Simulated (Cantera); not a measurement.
# Thermodynamics of roasting and sulfation, feed MgO + SO3 + H2O

Input: 1 mol MgO, 1 mol SO3, 0.3 mol H2O, at 100000 Pa.

These are equilibrium values from Cantera (NASA tables, ideal gas, pure condensed phases), not measurements of a reactor. Candidate condensed phases: H2O, H2SO4, Mg, MgO, Mg(OH)2, MgS, MgSO4, S; 26 gas species. Mutual solubility and eutectic melting of coexisting phases are not modelled. Rates play no part.

From 402 °C to 702 °C the condensed part is MgSO4(s). From 777 °C to 927 °C the condensed part is MgO(s) + MgSO4(s).

```tsv
T (°C)	x H2O	x SO2	x O2	x SO3	x OH	n MgSO4(s)	n MgO(s)
402	1.00	1.06e-10	5.66e-11	<1e-12	<1e-12	1.00	0
477	1.00	1.01e-8	5.08e-9	6.66e-11	6.78e-12	1.00	0
552	1.000	4.09e-7	2.04e-7	4.07e-9	1.81e-10	1.00	0
627	1.000	8.78e-6	4.39e-6	1.23e-7	2.80e-9	1.000	0
702	1.000	0.000116	5.81e-5	2.16e-6	2.84e-8	1.000	0
777	0.998	0.00105	0.000526	2.49e-5	2.06e-7	1.000	0.000323
852	0.989	0.00700	0.00350	0.000204	1.14e-6	0.998	0.00219
927	0.944	0.0364	0.0182	0.00126	4.99e-6	0.988	0.0120
```
x: gas mole fraction; n: condensed amount in mol.
